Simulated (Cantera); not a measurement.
**Transport properties of process gases**

Gas mixture: NO = 0.72 (molar parts), at 1.01 bar, frozen composition.

Cantera's kinetic-theory transport with the Lennard-Jones parameters of GRI-Mech 3.0, ideal gas; thermal conductivity in the multicomponent form. The composition is frozen, though it would react at the higher temperatures.

```csv
T (K),ρ (kg/m³),cp (J/kg/K),μ (µPa s),λ (mW/m/K),Pr,D (cm²/s) H,D (cm²/s) CO2,D (cm²/s) CH3
400,0.914,998.6,23.1,32.5,0.711,2.03,0.261,0.370
600,0.609,1041,30.6,45.0,0.708,4.09,0.533,0.746
800,0.457,1092,37.1,57.3,0.708,6.66,0.873,1.21
1000,0.366,1133,42.9,68.8,0.707,9.68,1.27,1.77
1200,0.305,1159,48.4,79.3,0.707,13.1,1.73,2.39
1400,0.261,1181,53.4,89.3,0.707,17.0,2.24,3.09
1600,0.229,1199,58.3,98.9,0.706,21.2,2.80,3.86
1800,0.203,1213,62.9,108,0.706,25.8,3.41,4.70
2000,0.183,1224,67.3,117,0.706,30.7,4.06,5.59
```
D: mixture-averaged diffusion coefficient of that species in the mixture.
